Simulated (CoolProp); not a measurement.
A single-stage vapour-compression cycle with c-C4F8 (RC318): evaporating at 246.15 K (dew point), condensing at 299.15 K (bubble point), superheat 5 K, subcooling 5 K, compressor efficiency 0.65, no pressure losses. Each further row changes one setting.

Model: reference Helmholtz-energy equation of state, Platzer 1990, in CoolProp. This equation is an older, rougher fit; its heat capacities, sound speeds and derivatives of the liquid may be far off and weren't checked against measurements.

```tsv
case	cooling COP	pressure ratio	discharge temperature (K)	refrigerating effect (kJ/kg)	volumetric capacity (kJ/m³)
as stated	2.27	8.32	301.5	77.2	293
evaporating temperature 251.15 K	2.66	___	301.1	80.6	385
condensing temperature 294.15 K	2.63	7.08	___	82.7	313
subcooling 10 K	2.43	8.32	301.5	82.7	313
superheat 15 K	2.35	8.32	312.3	___	307
compressor efficiency 0.55	1.92	8.32	308.9	77.2	293
```

What belongs in the gaps?


- evaporating temperature 251.15 K, pressure ratio: 6.51
- condensing temperature 294.15 K, discharge temperature (K): 297.5
- superheat 15 K, refrigerating effect (kJ/kg): 84.4
